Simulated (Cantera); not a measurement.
## Equilibrium for iron carbonyl, mercury and lead vapours: PbO + O2 + H2

Input: 1 mol PbO, 0.019 mol O2, 31 mol H2, held at 1.00 bar.

Equilibrium computed with Cantera from the NASA thermochemical tables; the gas is ideal and each condensed phase is pure. Candidate condensed phases: H2O, Pb, PbO, PbO2, Pb3O4; 12 gas species. The numbers say what is thermodynamically allowed, not how fast it happens.

| T (K) | log p H2 | log p H2O | log p Pb | log p H | log p Pb2 | log p PbO | log p OH | n Pb(s) | n Pb(l) |
|---|---|---|---|---|---|---|---|---|---|
| 475 | -0.01 | -1.48 | <-12 | <-12 | <-12 | <-12 | <-12 | 1.00 | 0 |
| 575 | -0.01 | -1.48 | <-12 | <-12 | <-12 | <-12 | <-12 | 1.00 | 0 |
| 675 | -0.01 | -1.48 | -9.47 | <-12 | <-12 | <-12 | <-12 | 0 | 1.00 |
| 775 | -0.01 | -1.48 | -7.60 | <-12 | <-12 | <-12 | <-12 | 0 | 1.000 |
| 875 | -0.01 | -1.48 | -6.17 | -10.31 | <-12 | <-12 | <-12 | 0 | 1.000 |
| 975 | -0.01 | -1.48 | -5.04 | -8.95 | -10.71 | <-12 | <-12 | 0 | 1.000 |
| 1075 | -0.01 | -1.48 | -4.12 | -7.84 | -9.17 | -10.69 | -11.72 | 0 | 0.998 |
| 1175 | -0.01 | -1.48 | -3.36 | -6.92 | -7.90 | -9.43 | -10.54 | 0 | 0.986 |
| 1275 | -0.02 | -1.48 | -2.72 | -6.14 | -6.84 | -8.36 | -9.53 | 0 | 0.941 |
| 1375 | -0.02 | -1.48 | -2.18 | -5.47 | -5.94 | -7.45 | -8.68 | 0 | 0.795 |
| 1475 | -0.02 | -1.48 | -1.72 | -4.90 | -5.16 | -6.67 | -7.94 | 0 | 0.392 |
| 1575 | -0.03 | -1.49 | -1.51 | -4.40 | -4.88 | -6.18 | -7.30 | 0 | 0 |
log p: log10 of the partial pressure in bar; n: condensed amount in mol.

From 475 K to 575 K the condensed part is Pb(s). From 675 K to 1475 K the condensed part is Pb(l). At 1575 K nothing is condensed.
